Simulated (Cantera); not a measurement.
Feed: 1 mol Pb, 0.24 mol H2, equilibrated at 1473 K and 0.110 bar.

Equilibrium computed with Cantera from the NASA thermochemical tables; the gas is ideal and each condensed phase is pure. Candidate condensed phases: Pb; 4 gas species. Equilibrium is a limit: real reactors are often held back by kinetics, nucleation or transport.

Base state: H2 0.829, Pb 0.171, Pb2 6.02e-5, H 3.47e-5 (mole fractions); condensed: Pb(l).

What changes in the equilibrium state with this change: pressure from 0.110 bar to 23.0 mbar?


```tsv
species	before	after
Pb	0.171	0.806
H2	0.829	0.194
Pb2	6.02e-5	0.000279
H	3.47e-5	3.67e-5
Pb(l), mol	0.950	0
```

What changes in the equilibrium state with this change: Pb replaced by Fe(CO)5?


```
species      before    after
----------  -------  -------
CO                0    0.954
H2            0.829   0.0458
CO2               0  8.47e-5
Pb            0.171        0
Pb2         6.02e-5        0
H2O               0  1.01e-5
H           3.47e-5  8.16e-6
Pb(l), mol    0.950        0
Fe(γ), mol        0    1.000
```
Further candidate phases: C, C6H6, C7H8, C8H18, Fe, Fe(CO)5, FeO, Fe(OH)2, Fe(OH)3, Fe2O3, Fe3O4, H2O.
